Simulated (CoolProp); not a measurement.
Saturated liquid density (kg/m³) of acetone: the reference equation beside estimates from Tc = 235.0 °C, pc = 4692 kPa, ω = 0.307. Rackett uses Z = 0.29056 − 0.08775 ω.

Values from CoolProp's reference Helmholtz-energy equation of state, Lemmon 2006. It is a short technical equation, of lower accuracy than the large ones.

```tsv
T (°C)	reference	Rackett	Redlich-Kwong	Soave-Redlich-Kwong	Peng-Robinson
18.65	791.7	695.6	597.1	618.2	696.8
26.15	783.3	688.3	590.4	612.3	690.5
33.55	775.0	681.0	583.7	606.3	684.1
40.95	766.6	673.7	576.7	600.0	677.4
48.45	757.9	666.1	569.5	593.5	670.4
55.85	749.2	658.4	562.2	586.8	663.1
63.25	740.4	650.7	554.6	579.8	655.6
70.75	731.3	642.7	546.7	572.5	647.6
78.15	722.1	634.6	538.7	565.0	639.4
85.55	712.7	626.4	530.4	557.2	630.9
93.05	703.0	617.8	521.8	549.0	621.9
100.45	693.2	609.2	512.9	540.5	612.5
107.85	683.2	600.3	503.8	531.7	602.7
115.35	672.7	591.1	494.3	522.3	592.3
122.75	662.0	581.8	484.5	512.6	581.5
```

Absolute difference from the reference over all 15 rows, mean and median: Rackett 12.1 and 12.1 %, Redlich-Kwong 25.4 and 25.2 %, Soave-Redlich-Kwong 21.9 and 21.8 %, Peng-Robinson 11.7 and 11.6 %.
